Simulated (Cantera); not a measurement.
Input (Python, Cantera):

```python
import numpy as np
import cantera as ct

gas = ct.Solution("h2o2.yaml")
gas.TPX = 698, 110000, {'H2': 1, 'O2': 0.526, 'N2': 1.98}
inlet = ct.Reservoir(gas, clone=True)
gas.equilibrate("HP")  # start burning
reactor = ct.IdealGasConstPressureReactor(gas, energy="on", clone=False)
exhaust = ct.Reservoir(gas, clone=True)
tau = [0.46, 0.17, 0.063, 0.023, 0.0085, 0.0031, 0.0012, 0.00043, 0.00016, 5.8e-05, 2.1e-05][0]
for a, b in ((inlet, reactor), (reactor, exhaust)):
    ct.MassFlowController(a, b, mdot=lambda t: reactor.mass / tau)
net = ct.ReactorNet([reactor])
show = ['H2', 'O2', 'H', 'HO2', 'OH']

rows = []
print(f"{'tau/s':>10s}{'T/K':>9s}" + "".join(f"{s:>11s}" for s in show))
for tau in [0.46, 0.17, 0.063, 0.023, 0.0085, 0.0031, 0.0012, 0.00043, 0.00016, 5.8e-05, 2.1e-05]:
    net.initial_time = 0.0
    net.advance(30 * tau)
    before = gas.X
    net.advance(40 * tau)
    drift = np.max(np.abs(gas.X - before) / (gas.X + 1e-9))
    rows.append([gas.T, *gas[show].X, drift])
    print(f"{tau:10.3e}{gas.T:9.1f}" + "".join(f"{x:11.3e}" for x in gas[show].X))
```

Output:

```
     tau/s      T/K         H2         O2          H        HO2         OH
 4.600e-01   2553.4  1.861e-02  1.409e-02  4.166e-03  3.826e-06  1.470e-02
 1.700e-01   2552.6  1.867e-02  1.412e-02  4.193e-03  3.830e-06  1.473e-02
 6.300e-02   2550.4  1.884e-02  1.419e-02  4.267e-03  3.841e-06  1.480e-02
 2.300e-02   2544.6  1.931e-02  1.438e-02  4.471e-03  3.872e-06  1.500e-02
 8.500e-03   2529.2  2.051e-02  1.488e-02  5.021e-03  3.956e-06  1.549e-02
 3.100e-03   2490.2  2.340e-02  1.609e-02  6.537e-03  4.207e-06  1.662e-02
 1.200e-03   2411.9  2.857e-02  1.841e-02  1.004e-02  4.938e-06  1.842e-02
 4.300e-04   2270.7  3.615e-02  2.231e-02  1.773e-02  7.158e-06  2.021e-02
 1.600e-04   2089.9  4.324e-02  2.705e-02  2.973e-02  1.158e-05  2.025e-02
 5.800e-05   1876.0  4.926e-02  3.291e-02  4.612e-02  1.902e-05  1.790e-02
 2.100e-05   1647.2  5.796e-02  4.169e-02  6.321e-02  3.156e-05  1.353e-02
```

Cantera simulation using the H2/O2 subset of GRI-Mech 3.0, which has no nitrogen chemistry; the numbers are that mechanism's predictions, not measurements.
